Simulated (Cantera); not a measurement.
A diamond (100) surface in a fixed gas of H2 with x(CH4) = 0.0066, x(H) = 0.00022, at 1175 K, 0.270 bar; coverages are run to steady state.

Computed with Cantera and the Harris–Goodwin 1993 mechanism for the reconstructed diamond (100) surface.

One state of this run: growth (µm/h) = 1.11; θ c6HH = 0.537; θ c6H* = 0.0308; θ c6*H = 0.415; θ c6** = 0.0103; θ c6HM = 0.00432. θ: site fractions in the mechanism's names (c6HH fully hydrogenated, c6H* and c6*H radical sites, c6** diradical, c6HM methylated).

### Question
Which value of x(CH3) does it belong to?
A. 4e-05
B. 1e-06
C. 6.3e-06
D. 0.00025

### Answer
A, 4e-05
